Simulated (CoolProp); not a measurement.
Vapour-liquid equilibrium of n-heptane (1) + m-xylene (2) at 0.589 MPa; x and y are mole fractions of (1).

Computed with CoolProp (multi-fluid Helmholtz-energy mixture model, Span 2003 and Zhou 2012; pair parameters Bell 2016).

```csv
x,"bubble temperature, mixture model (°C)","bubble temperature, Raoult's law (°C)","y, mixture model","y, Raoult's law"
0.05,215.1,215.9,0.109,0.108
0.2,204.4,206.4,0.360,0.371
0.35,196.1,198.2,0.537,0.564
0.5,189.3,190.9,0.674,0.710
0.65,183.5,184.6,0.787,0.822
0.8,178.4,178.9,0.885,0.910
0.95,173.6,173.7,0.972,0.980
```

The largest gap from Raoult's law is -2.1 K in bubble temperature, at x = 0.35. No azeotrope shows between x = 0.05 and 0.95.

The pair parameters rest on a limited set of measurements; away from them the model extrapolates.
